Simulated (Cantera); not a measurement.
Input: 1 mol TiCl4, 0.2 mol CH4, a varied amount of H2, held at 1625 K and 100000 Pa.

These are equilibrium values from Cantera (NASA tables, ideal gas, pure condensed phases), not measurements of a reactor. Candidate condensed phases: C, C6H6, C7H8, C8H18, Ti, TiC, TiCl2, TiCl3, TiCl4; 96 gas species. The tables' values for TiCl2 are old estimates; treat these amounts as uncertain. TiC: taken at fixed stoichiometry. The numbers say what is thermodynamically allowed, not how fast it happens.

x: gas mole fraction; n: condensed amount in mol.

```tsv
n(H2) (mol)	x H2	x HCl	x TiCl3	x TiCl4	x TiCl2	x H	n TiC(s)
9.5	0.801	0.129	0.0572	0.0119	0.000863	6.31e-5	0.200
17	0.877	(withheld)	(withheld)	(withheld)	0.000925	6.61e-5	0.200
30	0.926	0.0493	0.0224	0.00166	0.000950	6.79e-5	0.200
53	0.956	0.0295	0.0130	0.000567	0.000940	6.90e-5	0.200
94	0.974	(withheld)	(withheld)	(withheld)	0.000895	6.96e-5	0.200
170	0.985	0.0101	0.00378	5.53e-5	0.000811	7.00e-5	0.200
300	0.991	0.00598	0.00193	1.68e-5	0.000699	7.02e-5	0.200
```

Complete the blanks.


- 17, x HCl: 0.0807
- 17, x TiCl3: 0.0367
- 17, x TiCl4: 0.00457
- 94, x HCl: 0.0174
- 94, x TiCl3: 0.00725
- 94, x TiCl4: 0.000184
